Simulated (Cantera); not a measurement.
Cu₂O + H₂ + H₂O (hydrogen reduction and annealing atmospheres)

Feed: 1 mol Cu₂O, 1800 mol H₂, 0.4 mol H₂O, at 11.0 Pa.

These are equilibrium values from Cantera (NASA tables, ideal gas, pure condensed phases), not measurements of a reactor. Candidate condensed phases: Cu, CuO, Cu(OH)₂, Cu₂O, H₂O; 12 gas species. The numbers say what is thermodynamically allowed, not how fast it happens.

From 600 K to 1200 K the condensed part is Cu(s). From 1400 K to 2200 K nothing is condensed.

```csv
T (K),log p H₂,log p H,log p Cu,log p H₂O,log p OH,log p O,n Cu(s)
600,-3.96,<-15,<-15,-7.07,<-15,<-15,2.00
800,-3.96,-13.52,-15.17,-7.07,<-15,<-15,2.00
1000,-3.96,-10.62,-10.81,-7.07,<-15,<-15,2.00
1200,-3.96,-8.68,-7.91,-7.07,-13.89,<-15,1.80
1400,-3.96,-7.29,-6.91,-7.07,-12.10,-15.48,0
1600,-3.96,-6.25,-6.91,-7.07,-10.76,-13.12,0
1800,-3.97,-5.43,-6.92,-7.08,-9.72,-11.29,0
2000,-4.03,-4.80,-6.95,-7.11,-8.88,-9.80,0
2200,-4.19,-4.34,-7.01,-7.23,-8.24,-8.55,0
```
log p: log10 of the partial pressure in bar; n: condensed amount in mol.
